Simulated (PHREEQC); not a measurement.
# Copper plating or etch bath (model solution)

Dissolve 12 mmol/kgw CuSO4 and 55 mmol/kgw H2SO4 at 15 °C. It is in equilibrium with CO2 at log p = 0 (atm). Otherwise closed; pH follows from the charge balance.

Model: ion-association model, phreeqc.dat, run in PHREEQC.

The pH is 1.25 and the ionic strength is 0.112 mol/kgw. The specific conductance is 19000 µS/cm. The density is 1.005 g/cm³ and the total alkalinity is -110 meq/kg.

| species | molality | activity | log γ |
|---|---|---|---|
| H+ | 0.0677 | 0.0558 | -0.085 |
| CO2 | 0.0442 | 0.0453 | 0.011 |
| HSO4- | 0.0423 | 0.0329 | -0.109 |
| SO4-2 | 0.0205 | 0.00748 | -0.438 |
| Cu+2 | 0.00777 | 0.00306 | -0.405 |
| CuSO4 | 0.00423 | 0.00434 | 0.011 |
| (CO2)2 | 2.59e-5 | 2.66e-5 | 0.011 |

No solid was allowed to form. Species that the database lacks are ignored.
